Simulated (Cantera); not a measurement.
What does this Cantera script print?

```python
import numpy as np
import cantera as ct

gas_names = """
    I2 ALI3 PbI2 H2 HI
""".split()
cond_names = """
    AL(cr) AL(L) Mg(cr) Mg(L) MgI2(s) MgI2(L) Pb(cr) Pb(L)
""".split()


# ... load() reads the species with a 1 bar reference pressure and builds the phases ...
species = {s.name: s for s in load("nasa_gas.yaml", gas_names) + load("nasa_condensed.yaml", cond_names)}
# Each term lists the table entries of one substance; the one whose range holds T is used.
reactions = {
    '0.6667 Al + I2(g) = 0.6667 AlI3(g)':
        [(-0.6666666666666666, ['AL(cr)', 'AL(L)']), (-1, ['I2']), (0.6666666666666666, ['ALI3'])],
    'Mg + I2(g) = MgI2':
        [(-1, ['Mg(cr)', 'Mg(L)']), (-1, ['I2']), (1, ['MgI2(s)', 'MgI2(L)'])],
    'Pb + I2(g) = PbI2(g)':
        [(-1, ['Pb(cr)', 'Pb(L)']), (-1, ['I2']), (1, ['PbI2'])],
    'H2(g) + I2(g) = 2 HI(g)':
        [(-1, ['H2']), (-1, ['I2']), (2, ['HI'])],
}


def pick(names, T):
    return next(species[n] for n in names if species[n].thermo.min_temp <= T <= species[n].thermo.max_temp)


results = []
for label, terms in reactions.items():
    print(label)
    print("     T/K   dH/kJ  dS/(J/K)   dG/kJ   log10 K")
    for T in [900, 950, 1000, 1050, 1100, 1150, 1200, 1250]:
        used = [(nu, pick(names, T)) for nu, names in terms]
        dH = sum(nu * s.thermo.h(T) for nu, s in used) / 1e6
        dS = sum(nu * s.thermo.s(T) for nu, s in used) / 1e3
        dG = dH - T * dS / 1e3
        logK = -dG * 1e6 / (ct.gas_constant * T * np.log(10))
        results.append((label, T, dH, dS, dG, logK, [s.name for _, s in used]))
        print(f"{T:8g} {dH:8.1f} {dS:8.1f} {dG:8.1f} {logK:8.2f}")
```

Result:

```
0.6667 Al + I2(g) = 0.6667 AlI3(g)
     T/K   dH/kJ  dS/(J/K)   dG/kJ   log10 K
     900   -192.8    -32.9   -163.2     9.47
     950   -200.2    -40.8   -161.4     8.87
    1000   -200.4    -41.0   -159.3     8.32
    1050   -200.6    -41.2   -157.3     7.82
    1100   -200.8    -41.4   -155.2     7.37
    1150   -201.0    -41.6   -153.1     6.96
    1200   -201.2    -41.8   -151.1     6.58
    1250   -201.5    -42.0   -149.0     6.22
Mg + I2(g) = MgI2
     T/K   dH/kJ  dS/(J/K)   dG/kJ   log10 K
     900   -419.4   -145.7   -288.3    16.73
     950   -397.2   -121.1   -282.1    15.51
    1000   -395.8   -119.6   -276.1    14.42
    1050   -394.4   -118.3   -270.2    13.44
    1100   -393.0   -117.0   -264.3    12.55
    1150   -391.6   -115.7   -258.5    11.74
    1200   -390.2   -114.5   -252.7    11.00
    1250   -388.8   -113.4   -247.0    10.32
Pb + I2(g) = PbI2(g)
     T/K   dH/kJ  dS/(J/K)   dG/kJ   log10 K
     900    -75.7     16.8    -90.8     5.27
     950    -76.2     16.3    -91.6     5.04
    1000    -76.6     15.8    -92.4     4.83
    1050    -77.1     15.4    -93.2     4.64
    1100    -77.5     14.9    -94.0     4.46
    1150    -78.0     14.5    -94.7     4.30
    1200    -78.5     14.1    -95.4     4.15
    1250    -78.9     13.8    -96.1     4.02
H2(g) + I2(g) = 2 HI(g)
     T/K   dH/kJ  dS/(J/K)   dG/kJ   log10 K
     900    -13.3     14.7    -26.5     1.54
     950    -13.4     14.6    -27.3     1.50
    1000    -13.5     14.5    -28.0     1.46
    1050    -13.6     14.4    -28.7     1.43
    1100    -13.7     14.3    -29.4     1.40
    1150    -13.8     14.2    -30.1     1.37
    1200    -13.8     14.2    -30.9     1.34
    1250    -13.9     14.1    -31.6     1.32
```

Standard-state values (1 bar) from the NASA 1993 polynomials, evaluated with Cantera. Condensed species are held in their standard states even where they would react or evaporate.
